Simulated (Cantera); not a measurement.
## Diamond growth

A diamond (100) surface in a fixed gas of H2 with x(CH4) = 0.0082, x(H) = 0.0003, x(CH3) = 4.6e-05, 8600 Pa; coverages are run to steady state.

Detailed kinetics in Cantera: the Harris–Goodwin 1993 mechanism for the reconstructed diamond (100) surface.

| T (K) | growth (µm/h) | θ c6HH | θ c6H* | θ c6*H | θ c6** | θ c6HM |
|---|---|---|---|---|---|---|
| 900 | 1.01 | 0.605 | 0.00900 | 0.252 | 0.00333 | 0.105 |
| 950 | 1.25 | 0.584 | 0.0125 | 0.296 | 0.00494 | 0.0788 |
| 1000 | 1.29 | 0.567 | 0.0166 | 0.339 | 0.00685 | 0.0513 |
| 1050 | 0.998 | 0.554 | 0.0212 | 0.379 | 0.00890 | 0.0257 |
| 1100 | 0.599 | 0.539 | 0.0258 | 0.409 | 0.0108 | 0.00983 |
| 1150 | 0.344 | 0.525 | 0.0301 | 0.427 | 0.0122 | 0.00325 |
| 1200 | 0.230 | 0.515 | 0.0340 | 0.436 | 0.0130 | 0.00104 |
| 1250 | 0.183 | 0.511 | 0.0374 | 0.436 | 0.0134 | 0.000342 |
| 1300 | 0.148 | 0.515 | 0.0403 | 0.431 | 0.0134 | 0.000115 |
| 1350 | 0.101 | 0.524 | 0.0426 | 0.420 | 0.0130 | 3.99e-5 |
| 1400 | 0.0533 | 0.537 | 0.0444 | 0.406 | 0.0124 | 1.47e-5 |
θ: site fractions in the mechanism's names (c6HH fully hydrogenated, c6H* and c6*H radical sites, c6** diradical, c6HM methylated).
